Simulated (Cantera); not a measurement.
A Cantera script and what it prints.

```python
import numpy as np
import cantera as ct

gas_names = """
    H HO2 H2 H2O H2O2 Hg O OH O2 O3
""".split()
cond_names = """
    H2O(s) H2O(L) Hg(cr) Hg(L) HgO(s)
""".split()


# ... load() reads the species with a 1 bar reference pressure and builds the phases ...
atoms = {
    'HgO': {'Hg': 1, 'O': 1},
    'O2': {'O': 2},
    'H2': {'H': 2},
}
top_T = {}  # K; cautious upper limits of use, not melting points


# ... equilibrate(T, P, feed) seeds the gas with the atoms and calls Mixture.equilibrate('TP', solver="vcs", rtol=1e-11, max_steps=5000) ...
results = []
feed = {'HgO': 1, 'O2': 0.12, 'H2': 0.48}  # mol
P = 8200  # Pa
for T in [575, 650, 725, 800, 875, 950, 1025, 1100, 1175, 1250, 1325, 1400, 1475]:
    mix = equilibrate(T, P, feed)
    results.append((T, P, feed, dict(zip(mix.species_names, mix.species_moles))))

top = {s: max(r[3][s] / sum(r[3][g] for g in gas_names) for r in results) for s in gas_names}
cols = sorted((s for s in top if top[s] > 1e-06), key=lambda s: -top[s])[:9]
seen = [c for c in cond_names if any(r[3].get(c, 0) > 1e-12 for r in results)]
print("log10 of partial pressures in bar; condensed amounts in mol")
print(f"{'T/K':>10s}" + "".join(f"{s[:9]:>10s}" for s in cols + seen))
for T, P, feed, n in results:
    ng = sum(n[g] for g in gas_names)
    print(f"{T:10.4g}" + "".join(f"{np.log10(max(n[s] / ng * P / 1e5, 1e-99)):10.3f}" for s in cols)
          + "".join(f"{n.get(c, 0):10.4g}" for c in seen))
```

Result:

```
log10 of partial pressures in bar; condensed amounts in mol
       T/K       H2O        Hg        O2        OH         O        H2    HgO(s)
       575    -1.275    -1.551    -3.104   -13.938   -21.072   -19.279    0.7458
       650    -1.674    -1.356    -1.776   -12.112   -17.777   -17.775         0
       725    -1.674    -1.356    -1.776   -10.766   -15.686   -15.734         0
       800    -1.674    -1.356    -1.776    -9.671   -13.986   -14.072         0
       875    -1.674    -1.356    -1.776    -8.763   -12.575   -12.691         0
       950    -1.674    -1.356    -1.776    -7.998   -11.386   -11.526         0
      1025    -1.674    -1.356    -1.776    -7.344   -10.369   -10.529         0
      1100    -1.674    -1.356    -1.776    -6.779    -9.491    -9.667         0
      1175    -1.674    -1.356    -1.776    -6.286    -8.724    -8.913         0
      1250    -1.674    -1.356    -1.776    -5.852    -8.048    -8.249         0
      1325    -1.674    -1.356    -1.776    -5.467    -7.448    -7.659         0
      1400    -1.675    -1.356    -1.776    -5.123    -6.912    -7.132         0
      1475    -1.675    -1.356    -1.776    -4.815    -6.430    -6.657         0
```

Cantera equilibrium calculation (NASA polynomials, part measured and part estimated; ideal gas, pure solids and liquids).
